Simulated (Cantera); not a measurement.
Input (Python, Cantera):

```python
import numpy as np
import cantera as ct

gas = ct.Solution("gri30.yaml")


def delay(T, t_max=10):
    gas.TPX = T, 570000, {'H2': 1, 'O2': 0.781, 'N2': 2.94}
    reactor = ct.IdealGasConstPressureReactor(gas, clone=False)
    net = ct.ReactorNet([reactor])
    net.rtol, net.atol = 1e-8, 1e-16
    while net.time < t_max:
        t_old, T_old = net.time, reactor.T
        net.step()
        if reactor.T > T + 400:  # ignition: a rise of 400 K
            return t_old + (T + 400 - T_old) / (reactor.T - T_old) * (net.time - t_old)
    return np.nan


taus = []
for T in [898, 998, 1098, 1198, 1298, 1398, 1498, 1598, 1698, 1798]:
    taus.append(delay(T))
    print(f"T0 = {T:6g} K   tau = {taus[-1]:.4e} s")
```

Result:

```
T0 =    898 K   tau = 2.1212e-01 s
T0 =    998 K   tau = 1.3673e-02 s
T0 =   1098 K   tau = 7.7700e-04 s
T0 =   1198 K   tau = 1.6835e-05 s
T0 =   1298 K   tau = 6.4077e-06 s
T0 =   1398 K   tau = 3.8117e-06 s
T0 =   1498 K   tau = 2.6602e-06 s
T0 =   1598 K   tau = 2.0470e-06 s
T0 =   1698 K   tau = 1.6989e-06 s
T0 =   1798 K   tau = 1.5034e-06 s
```

Computed with Cantera and GRI-Mech 3.0 (53 species, 325 reactions). The hydrogen kinetics of GRI-Mech 3.0 are dated; newer H2 mechanisms differ, most at raised pressure. Below about 950 K walls govern HO2 and H2O2 in real vessels. Where the delays flatten at high temperature, the 400 K rule measures the pace of heat release, not the induction time.
